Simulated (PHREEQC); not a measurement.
0.03 g of hydrous ferric oxide (600 m²/g; 0.2 weak and 0.005 strong sites per Fe, Dzombak-Morel constants, diffuse double layer) in 1 kg of water with 0.01 mol/kgw of an inert sodium salt and 0.002 mmol/kgw CuSO4 and 0.00013 mmol/kgw MgCl2, at 25 °C; the pH is set by adding NaOH or the inert anion's acid. Oxygen is held at 0.21 atm. CO2 from the air is kept out. Nothing may precipitate in this run.

Base run: PHREEQC, ion-association model, wateq4f.dat. Each further column changes one thing. The table gives S sorbed (%).

| pH | base | no electrostatic term (-no_edl) | background salt from 0.01 to 0.001 mol/kgw | oxide from 0.03 to 0.15 g/kgw | 0.00014 mol/kgw SrCl2 added |
|---|---|---|---|---|---|
| 3 | 99.9 | 0.0 | 100.0 | 100.0 | 99.9 |
| 4 | 99.6 | 0.0 | 100.0 | 99.9 | 99.6 |
| 4.5 | 98.8 | 0.0 | 99.8 | 99.8 | 98.7 |
| 5 | 95.7 | 0.0 | 99.1 | 99.3 | ___ |
| 6 | 52.4 | 0.0 | 73.0 | ___ | ___ |
| 7 | 2.9 | 0.0 | ___ | 11.4 | 2.9 |
| 7.5 | 0.4 | 0.0 | ___ | ___ | 0.4 |
| 8 | 0.0 | 0.0 | 0.1 | 0.2 | 0.1 |
| 9 | 0.0 | 0.0 | 0.0 | 0.0 | 0.0 |

**Question.** What belongs in the gaps?

**Answer.** 
- 5, 0.00014 mol/kgw SrCl2 added: 95.5
- 6, oxide from 0.03 to 0.15 g/kgw: 85.2
- 6, 0.00014 mol/kgw SrCl2 added: 51.6
- 7, background salt from 0.01 to 0.001 mol/kgw: 5.0
- 7.5, background salt from 0.01 to 0.001 mol/kgw: 0.6
- 7.5, oxide from 0.03 to 0.15 g/kgw: 1.6

The database's constant for dissolved Cu(OH)2 is higher than later reviews accept. The oxide is taken as insoluble; below pH 4 it would dissolve.
